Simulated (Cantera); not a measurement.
Input: 1 mol TEOS, 0.17 mol N₂O, 1.1 mol CO₂, at 900 K and 13.0 Pa.

Equilibrium computed with Cantera from the NASA thermochemical tables; the gas is ideal and each condensed phase is pure. Candidate condensed phases: C, C₆H₆, C₇H₈, C₈H₁₈, H₂O, Si, SiC, SiO₂, Si₂N₂O, Si₃N₄; 151 gas species. The feed counts by its element totals alone. Kinetics and transport are ignored.

Base state: H₂ 0.688, CO 0.300, N₂ 0.0117, CO₂ 6.55e-5, H₂O 6.52e-5, CH₄ 1.92e-5 (mole fractions); condensed: C(graphite) + SiO₂(β-quartz).

**Question.** What changes in the equilibrium state with this change: N₂O from 0.17 to 5.3 mol?

**Answer.** 
```
species               before    after
-------------------  -------  -------
H₂                     0.688    0.404
CO                     0.300    0.362
N₂                    0.0117    0.217
CO₂                  6.55e-5   0.0110
CH₄                  1.92e-5  5.72e-8
H₂O                  6.52e-5  0.00536
C(graphite), mol        4.73        0
SiO₂(β-quartz), mol     1.00     1.00
```
